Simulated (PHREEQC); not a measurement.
Brine

Solution (5 °C): 0.42 mol MgSO4 and 0.00029 mol H4SiO4 per kg of water. Closed to the air; pH follows from the charge balance.

Model: Pitzer model, pitzer.dat, run in PHREEQC.

This is a speciation only: nothing precipitates in the calculation.

Problem. Predict the pH, osmotic coefficient.

Solution. pH 6.76; osmotic coefficient 0.530.

Species that the database lacks are ignored. In brines, pH and single-ion activities rest on the MacInnes convention. Constants without temperature data keep their 25 °C values here.
